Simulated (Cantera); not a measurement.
Feed: 1 mol Pb, 0.045 mol CO, 3.2 mol H₂, at 7.70 mbar.

Equilibrium computed with Cantera from the NASA thermochemical tables; the gas is ideal and each condensed phase is pure. Candidate condensed phases: C, C₆H₆, C₇H₈, C₈H₁₈, H₂O, Pb, PbO, PbO₂, Pb₃O₄; 113 gas species. Rates play no part.

Task: At 1398 K, list the 5 most abundant gas species with their mole fractions, and the condensed phases.

Result: H₂ 0.754, Pb 0.236, CO 0.0106, H 4.68e-5, Pb₂ 1.04e-5. Condensed: gas only.
